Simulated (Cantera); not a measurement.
**Low-pressure radical oxidation in H2/O2**

An isothermal, constant-pressure homogeneous reactor starts with H2 : O2 = 0.022 : 1 (molar parts), equivalence ratio 0.011, at 1150 K and 1.65 Torr.

Model: the H2/O2 subset of GRI-Mech 3.0, which has no nitrogen chemistry, integrated in Cantera. Radical loss at walls, strong at low pressure, is not modelled.

| t (s) | x H2 | x O2 | x H2O2 | x H | x O | x OH | x H2O |
|---|---|---|---|---|---|---|---|
| 0.000100 | 0.0215 | 0.978 | <1e-12 | 1.03e-10 | 1.64e-11 | 1.61e-11 | <1e-12 |
| 0.000538 | 0.0215 | 0.978 | <1e-12 | 3.66e-10 | 3.35e-10 | 3.04e-10 | 6.14e-11 |
| 0.00289 | 0.0215 | 0.978 | <1e-12 | 1.91e-9 | 6.17e-9 | 4.35e-9 | 4.64e-9 |
| 0.0156 | 0.0215 | 0.978 | 2.72e-11 | 1.42e-6 | 5.85e-6 | 3.75e-6 | 7.26e-6 |
| 0.0837 | 0.000184 | 0.960 | 6.70e-9 | 0.00209 | 0.0169 | 0.00139 | 0.0196 |
| 0.450 | 0.000158 | 0.962 | 6.70e-9 | 0.00167 | 0.0146 | 0.00129 | 0.0199 |
| 2.42 | 8.23e-5 | 0.970 | 6.73e-9 | 0.000602 | 0.00733 | 0.000933 | 0.0208 |
| 13.0 | 1.15e-5 | 0.977 | 4.93e-9 | 3.07e-5 | 0.00100 | 0.000351 | 0.0215 |
| 70.0 | 6.56e-7 | 0.978 | 1.47e-9 | 4.16e-7 | 5.68e-5 | 8.38e-5 | 0.0217 |
x: mole fraction; the columns are a selection and need not sum to one.

Equilibrium at this temperature and pressure: H2 2.03e-9, O2 0.978, H2O2 1.52e-11, H 7.21e-11, O 1.76e-7, OH 4.68e-6, H2O 0.0218 (gas phase only).
